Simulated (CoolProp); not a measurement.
Properties of R1132(E) along the isotherm 119.25 °C.

The numbers come from the reference Helmholtz-energy equation of state, Akasaka 2024 in CoolProp.

```
p (MPa)          phase       Z  isothermal compressibility (1/MPa)  expansivity (1/kK)  fugacity coefficient
-------  -------------  ------  ----------------------------------  ------------------  --------------------
0.0206             gas  0.9991                               48.59               2.557                0.9991
0.0332             gas  0.9985                               30.17               2.562                0.9985
0.0537             gas  0.9976                               18.67               2.570                0.9976
0.0867             gas  0.9961                               11.58               2.584                0.9961
0.14               gas  0.9937                               7.188               2.606                0.9938
0.226              gas  0.9899                               4.470               2.642                0.9900
0.366              gas  0.9836                               2.778               2.703                0.9838
0.591              gas  0.9733                               1.739               2.804                0.9738
0.954              gas  0.9565                               1.097               2.980                0.9579
1.54               gas  0.9288                              0.7012               3.297                0.9325
2.49               gas  0.8818                              0.4591               3.923                0.8919
4.02               gas  0.8005                              0.3184               5.371                0.8281
6.5      supercritical  0.6502                              0.2546               10.15                0.7285
```
